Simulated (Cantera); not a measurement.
A closed system holds: 1 mol B₂O₃, a varied amount of H₂O, 3.8 mol H₂, equilibrated at 0.188 Torr.

These are equilibrium values from Cantera (NASA tables, ideal gas, pure condensed phases), not measurements of a reactor. Candidate condensed phases: B, B₂O₃, B₃O₃H₃, H₂O; 23 gas species. Rates play no part.

Stable condensed phases, one row left out:

```
T in K \ n(H₂O) in mol
         1.6 2.3 3.3 4.6 6.6 9.4  13
   1398    A   A   B   B   B   B   B
   1348    A   A   A   B   B   B   B
   1298    A   A   A   A   A   B   B
   1198    A   A   A   A   A   A   A
   1148    A   A   A   A   A   A   A
   1098    A   A   A   A   A   A   A
   1048    A   A   A   A   A   A   A
    998    A   A   A   A   A   A   A
    948    A   A   A   A   A   A   A
    898    A   A   A   A   A   A   A
    848    A   A   A   A   A   A   A
    798    A   A   A   A   A   A   A
```

A: B₂O₃; B: gas only.

Q: Give the row for 1248 K.

A: 1.6: B₂O₃; 2.3: B₂O₃; 3.3: B₂O₃; 4.6: B₂O₃; 6.6: B₂O₃; 9.4: B₂O₃; 13: B₂O₃.
